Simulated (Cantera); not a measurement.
Cantera run, input and output.

```python
import numpy as np
import cantera as ct

gas = ct.Solution("gri30.yaml")
gas.TPX = 1000, 67000, {'CH4': 1, 'C2H6': 0.063, 'C3H8': 0.17, 'O2': 3.53, 'N2': 13.3}
reactor = ct.IdealGasReactor(gas, energy="on", clone=False)
net = ct.ReactorNet([reactor])
net.rtol, net.atol = 1e-08, 1e-16
show = ['CH4', 'C2H6', 'C3H8', 'N2O', 'HCO', 'CH3', 'H']
times = np.geomspace(4e-06, 2, 14)

steps = ct.SolutionArray(gas, extra=["t"])
rows = []
print(f"{'t/s':>10s}{'T/K':>9s}{'P/Pa':>11s}" + "".join(f"{s:>11s}" for s in show))
for t in times:
    while net.time < t:
        t_next = net.step()
        steps.append(gas.state, t=t_next)
    rows.append([np.interp(t, steps.t, y) for y in (steps.T, steps.P, *steps(*show).X.T)])
    print(f"{t:10.3e}{rows[-1][0]:9.1f}{rows[-1][1]:11.4g}" + "".join(f"{x:11.3e}" for x in rows[-1][2:]))
rate = np.gradient(steps.T, steps.t)
print("integrator steps:", len(steps.t))
if steps.T.max() > steps.T[0] + 200:
    print(f"time of steepest temperature rise: {steps.t[rate.argmax()]:.4e} s")
gas.TPX = 1000, 67000, {'CH4': 1, 'C2H6': 0.063, 'C3H8': 0.17, 'O2': 3.53, 'N2': 13.3}
gas.equilibrate("UV")
print(f"equilibrium (UV): T = {gas.T:.1f} K  " + "  ".join(f"{s} {gas[s].X[0]:.3e}" for s in show))
```

It prints:

```
       t/s      T/K       P/Pa        CH4       C2H6       C3H8        N2O        HCO        CH3          H
 4.000e-06   1000.0    6.7e+04  5.536e-02  3.488e-03  9.412e-03  5.381e-20  1.061e-21  2.411e-10  1.139e-12
 1.098e-05   1000.0    6.7e+04  5.536e-02  3.488e-03  9.412e-03  3.818e-19  8.746e-21  6.743e-10  2.978e-12
 3.012e-05   1000.0    6.7e+04  5.536e-02  3.488e-03  9.412e-03  3.061e-18  6.870e-20  1.878e-09  3.826e-12
 8.264e-05   1000.0    6.7e+04  5.536e-02  3.488e-03  9.411e-03  2.302e-17  5.265e-19  5.181e-09  3.970e-12
 2.268e-04   1000.0    6.7e+04  5.536e-02  3.488e-03  9.411e-03  1.730e-16  4.073e-18  1.418e-08  4.351e-12
 6.223e-04   1000.0    6.7e+04  5.536e-02  3.488e-03  9.411e-03  1.321e-15  3.284e-17  3.847e-08  5.738e-12
 1.707e-03   1000.0    6.7e+04  5.536e-02  3.488e-03  9.411e-03  1.024e-14  2.914e-16  1.028e-07  1.221e-11
 4.685e-03   1000.0    6.7e+04  5.536e-02  3.488e-03  9.411e-03  8.211e-14  3.374e-15  2.746e-07  5.185e-11
 1.286e-02   1000.0    6.7e+04  5.536e-02  3.487e-03  9.409e-03  6.539e-13  7.153e-14  8.335e-07  3.551e-10
 3.528e-02   1000.1  6.701e+04  5.536e-02  3.481e-03  9.388e-03  4.081e-12  1.565e-12  1.902e-06  1.342e-09
 9.680e-02   1000.8  6.707e+04  5.531e-02  3.458e-03  9.289e-03  1.772e-11  1.198e-11  2.548e-06  2.477e-09
 2.656e-01   1009.5  6.772e+04  5.473e-02  3.311e-03  8.493e-03  1.114e-10  3.717e-10  6.683e-06  2.290e-08
 7.289e-01   2690.6   1.87e+05  4.360e-16  1.060e-30  6.760e-45  8.134e-07  1.839e-08  3.349e-15  3.625e-03
 2.000e+00   2690.6   1.87e+05  4.360e-16  1.060e-30  6.760e-45  8.134e-07  1.839e-08  3.349e-15  3.625e-03
integrator steps: 2594
time of steepest temperature rise: 3.2119e-01 s
equilibrium (UV): T = 2690.6 K  CH4 5.868e-16  C2H6 1.769e-30  C3H8 1.196e-44  N2O 8.134e-07  HCO 1.839e-08  CH3 4.507e-15  H 3.625e-03
```

Detailed kinetics in Cantera: GRI-Mech 3.0 (53 species, 325 reactions). GRI-Mech 3.0 was tuned for natural gas; its chemistry of propane as a main component is partial and can be far from experiment.
